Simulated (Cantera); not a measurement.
Feed: 1 mol SiHCl3, 0.32 mol HCl, 61 mol N2, equilibrated at 1498.15 K.

These are equilibrium values from Cantera (NASA tables, ideal gas, pure condensed phases), not measurements of a reactor. Candidate condensed phases: NH4Cl, Si, Si3N4; 28 gas species. N2 is the only nitrogen source here; it is nearly inert below about 1500 K, so the nitride shown seldom forms there in practice. The tables' values for SiCl3 are old estimates; treat these amounts as uncertain. Kinetics and transport are ignored.

Problem. At 1500 Torr, list the 4 most abundant gas species with their mole fractions, and the condensed phases.

Solution. N2 0.971, HCl 0.0185, SiCl4 0.00733, H2 0.00130. Condensed: Si3N4(s).
